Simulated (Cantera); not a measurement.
A closed system holds: 1 mol Si₂Cl₆, 0.55 mol N₂, 60 mol H₂, 3.8 mol NH₃, at 0.133 bar.

These are equilibrium values from Cantera (NASA tables, ideal gas, pure condensed phases), not measurements of a reactor. Candidate condensed phases: NH₄Cl, Si, Si₃N₄; 28 gas species. The feed counts by its element totals alone. The tables' values for SiCl₃, SiCl are old estimates; treat these amounts as uncertain. Gases not in the tables: Si₂H₆ and higher silanes. Equilibrium is a limit: real reactors are often held back by kinetics, nucleation or transport. All values below are at 1525 °C.

Base state: H₂ 0.893, HCl 0.0593, N₂ 0.0344, SiCl₂ 0.0122, H 0.000911, SiCl₃ 0.000142, SiCl 4.64e-5, Cl 4.63e-5 (mole fractions); condensed: Si(l).

What changes in the equilibrium state with this change: H₂ from 60 to 3.5 mol?


```tsv
species	before	after
H₂	0.893	0.548
HCl	0.0593	0.185
N₂	0.0344	0.153
SiCl₂	0.0122	0.108
SiCl₄	2.69e-6	0.000375
SiCl₃	0.000142	0.00500
Si(l), mol	1.11	0
Si₃N₄(s), mol	0	0.123
```
